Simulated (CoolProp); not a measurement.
Properties of the fluoroketone C6F12O (FK-5-1-12) at several states.

Computed with CoolProp (reference Helmholtz-energy equation of state, McLinden 2015).

```json
[
 {"T (K)": "214.6", "p (kPa)": "1520", "phase": "liquid", "cp (kJ/(kg K))": "1.104", "expansivity (1/kK)": "1.445"},
 {"T (K)": "296.9", "p (kPa)": "188", "phase": "liquid", "cp (kJ/(kg K))": "___", "expansivity (1/kK)": "___"},
 {"T (K)": "432.2", "p (kPa)": "30.4", "phase": "gas", "cp (kJ/(kg K))": "___", "expansivity (1/kK)": "2.367"},
 {"T (K)": "448.1", "p (kPa)": "159", "phase": "gas", "cp (kJ/(kg K))": "1.016", "expansivity (1/kK)": "___"}
]
```

Problem. Fill in the missing entries.

Solution. 
- 296.9, cp (kJ/(kg K)): 1.101
- 296.9, expansivity (1/kK): 1.869
- 432.2, cp (kJ/(kg K)): 0.9934
- 448.1, expansivity (1/kK): 2.481
